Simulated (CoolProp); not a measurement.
Cyclohexane at several states: Z from the reference equation and from simpler models built on Tc = 553.6 K, pc = 4.081 MPa, ω = 0.209; each cubic takes its own stable root.

The numbers come from the reference Helmholtz-energy equation of state, Zhou 2014 in CoolProp.

| T (K) | p (MPa) | phase | reference |
|---|---|---|---|
| 311.9 | 0.529 | liquid | 0.02255 |
| 454.5 | 0.0171 | gas | 0.9973 |
| 425.7 | 0.134 | gas | 0.9735 |
| 531.2 | 0.224 | gas | 0.9785 |
| 610.5 | 2.94 | gas | 0.7980 |
| 559.8 | 0.64 | gas | 0.9467 |

Task: How far does each simpler model (Redlich-Kwong, Soave-Redlich-Kwong, Peng-Robinson) lie from the reference over these 6 states: mean and median of the absolute difference, and the worst?

Result: 
- Redlich-Kwong: mean 1.7 %, median 0.1 %, worst +9.2 % at 311.9 K and 0.529 MPa
- Soave-Redlich-Kwong: mean 1.3 %, median 0.1 %, worst +7.1 % at 311.9 K and 0.529 MPa
- Peng-Robinson: mean 1.3 %, median 0.4 %, worst -5.0 % at 311.9 K and 0.529 MPa
